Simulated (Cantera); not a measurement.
Charge: 1 mol SiHCl3, 0.4 mol HCl, 120 mol N2, at 1302 °C and 1.90 bar.

Method: chemical equilibrium by Gibbs-energy minimisation in Cantera with the NASA 1993 tables (ideal gas, pure condensed phases). Candidate condensed phases: NH4Cl, Si, Si3N4; 28 gas species. The tables' values for SiCl3 are old estimates; treat these amounts as uncertain. Equilibrium is a limit: real reactors are often held back by kinetics, nucleation or transport.

Base state: N2 0.984, HCl 0.0103, SiCl4 0.00284, SiCl2 0.00131, SiCl3 0.00119, H2 0.000601, SiHCl3 2.22e-5, Cl 1.00e-5 (mole fractions); condensed: Si3N4(s).

### Question
What changes in the equilibrium state with this change: pressure from 1.90 bar to 1.10 bar?

### Answer
```
species          before     after
-------------  --------  --------
N2                0.984     0.983
HCl              0.0103    0.0103
SiCl4           0.00284   0.00243
SiCl2           0.00131   0.00191
Cl              1.00e-5   1.33e-5
SiHCl3          2.22e-5   1.87e-5
SiCl3           0.00119   0.00133
H2             0.000601  0.000594
Si3N4(s), mol     0.115     0.102
```
